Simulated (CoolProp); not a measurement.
Vapour-liquid equilibrium of propane (1) + R236EA (2) at 0.836 MPa; x and y are mole fractions of (1).

Computed with CoolProp (multi-fluid Helmholtz-energy mixture model, Lemmon 2009 and Rui 2013; pair parameters Bell 2016).

Question: Give the bubble temperature and the first vapour's composition at x = 0.25, 0.65, 0.95. Is there an azeotrope?

Answer: x = 0.25: 35.3 °C, y = 0.678; x = 0.65: 23.3 °C, y = 0.830; x = 0.95: 20.1 °C, y = 0.956. No azeotrope shows between x = 0.05 and 0.95.

Pair parameters are fitted to limited data, so mixtures are less certain than the pure fluids. With so large a gap from Raoult's law the liquid may split in two, which this calculation doesn't test in full.
